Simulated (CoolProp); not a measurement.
Propylene glycol at 552.8 K and 0.432 MPa is throttled through a valve to 0.177 MPa with no heat exchange. Each further row changes one setting.

Computed with CoolProp (reference Helmholtz-energy equation of state, Eisenbach 2021).

```tsv
case	temperature change (K)	final density (kg/m³)
as stated	…	…
outlet pressure 0.0531 MPa	…	…
outlet pressure 0.23 MPa	-1.8	…
```

Task: What belongs in the gaps?

Result: 
- as stated, temperature change (K): -2.2
- as stated, final density (kg/m³): 3.00
- outlet pressure 0.0531 MPa, temperature change (K): -3.3
- outlet pressure 0.0531 MPa, final density (kg/m³): 0.889
- outlet pressure 0.23 MPa, final density (kg/m³): 3.91
